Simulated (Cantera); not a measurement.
A closed system holds: 1 mol SiH₂Cl₂, a varied amount of NH₃, at 0.650 bar.

These are equilibrium values from Cantera (NASA tables, ideal gas, pure condensed phases), not measurements of a reactor. Candidate condensed phases: NH₄Cl, Si, Si₃N₄; 28 gas species. Mutual solubility and eutectic melting of coexisting phases are not modelled. The tables' values for SiCl₃ are old estimates. Kinetics and transport are ignored.

Problem. What condenses at these points (T in K, n(NH₃) in mol): (1923, 0.56); (823, 0.43); (2023, 1.1); (1923, 1.5); (1823, 0.97); (1023, 1.8)?

Solution. 
```tsv
T (K)	n(NH₃) in mol	condensed phases	Si condensed (%)
1923	0.56	Si + Si₃N₄	32.8
823	0.43	Si + Si₃N₄	45.9
2023	1.1	Si	38.9
1923	1.5	Si₃N₄	41.8
1823	0.97	Si₃N₄	44.1
1023	1.8	Si₃N₄	85.8
```
